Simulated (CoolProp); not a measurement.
Saturation properties of hexamethyldisiloxane (MM).

The numbers come from the reference Helmholtz-energy equation of state, Thol 2016 in CoolProp.

```
T (K)  p (bar)  liquid density (kg/m³)  enthalpy of vaporisation (kJ/kg)  liquid cp (kJ/(kg K))  vapour Z  surface tension (mN/m)
-----  -------  ----------------------  --------------------------------  ---------------------  --------  ----------------------
351.4   0.5051                   701.1                             204.0                  2.048    0.9612                    10.9
354.9   0.5675                   697.1                             202.3                  2.058    0.9579                    10.6
358.4   0.6359                   693.0                             200.5                  2.069    0.9543                    10.3
361.9   0.7106                   688.9                             198.8                  2.079    0.9506                    9.99
365.4   0.7921                   684.8                             197.0                  2.090    0.9467                    9.71
368.9   0.8807                   680.6                             195.2                  2.101    0.9425                    9.43
372.5   0.9796                   676.3                             193.3                  2.112    0.9381                    9.14
376      1.084                   672.0                             191.5                  2.123    0.9335                    8.87
379.5    1.197                   667.7                             189.6                  2.134    0.9287                    8.59
383      1.318                   663.4                             187.7                  2.145    0.9236                    8.32
386.5    1.449                   659.0                             185.8                  2.156    0.9184                    8.04
390      1.590                   654.6                             183.8                  2.168    0.9129                    7.77
393.5    1.741                   650.1                             181.8                  2.179    0.9071                    7.51
```

It boils at 373.7 K under 1 atm.

Surface tension comes from a separate correlation (Mulero 2014), older than this fluid's equation and unchecked against measurements.
